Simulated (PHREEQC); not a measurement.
Nickel, zinc or cadmium bath

A solution holds 0.013 mol/kgw ZnSO4, 0.0016 mol/kgw KCl and 0.17 mol/kgw FeSO4, at 25 °C and 100 atm. Closed to the air; pH follows from the charge balance.

All values are PHREEQC results (ion-association model, phreeqc.dat), not measurements.

Each row changes one thing in this solution. This is a speciation only: nothing precipitates in the calculation.

```tsv
case	pH	ionic strength (mol/kgw)	SO4-2 (mol/kgw)	Cl- (mol/kgw)	K+ (mol/kgw)	KSO4- (mol/kgw)	SI of Sylvite (KCl)
as made	5.78	0.388	0.0928	0.00155	0.00141	0.000190	-6.93
ZnSO4 from 0.013 to 0.0117 mol/kgw	5.78	0.385	0.0926	0.00155	0.00141	0.000190	-6.93
diluted 2-fold with water	5.81	0.208	___	0.000782	0.000731	6.92e-5	-7.45
temperature from 25 to 20 °C	5.85	0.403	0.0965	0.00155	0.00142	0.000181	___
ZnSO4 left out	5.81	___	0.0906	0.00155	0.00141	0.000191	-6.92
FeSO4 left out	5.71	0.0367	0.00843	0.00158	0.00156	4.40e-5	-6.68
```

Task: What belongs in the gaps?

Result: 
- diluted 2-fold with water, SO4-2 (mol/kgw): 0.0506
- temperature from 25 to 20 °C, SI of Sylvite (KCl): -6.90
- ZnSO4 left out, ionic strength (mol/kgw): 0.364

Under pressure, the constants of complexes without a molar volume in the database are unreliable.
